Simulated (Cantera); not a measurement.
An isothermal plug-flow reactor at 675 K and 0.987 atm (inlet), inlet velocity 4.6 m/s, active area per volume 1100 1/m; feed 0.318 % H2, 13.1 % O2, 86.5 % N2.

Computed with Cantera and Deutschmann's 1995 Pt surface mechanism with GRI-Mech 3.0 gas chemistry. Catalytic surfaces can have several steady states; this one follows from the mechanism file's or the stated starting coverage. Mass transfer to the wall is taken as infinitely fast.

Q: Predict: x(H2) at z = 0.038 m; x(O2) at z = 0.038 m; x(H2O) at z = 0.038 m; θ(free Pt) at the exit; θ(O*) at the exit.

A: 
| Item | Value |
|---|---|
| x(H2) at z = 0.038 m | 0.000163 |
| x(O2) at z = 0.038 m | 0.130 |
| x(H2O) at z = 0.038 m | 0.00302 |
| θ(free Pt) at the exit | 0.00536 |
| θ(O*) at the exit | 0.994 |
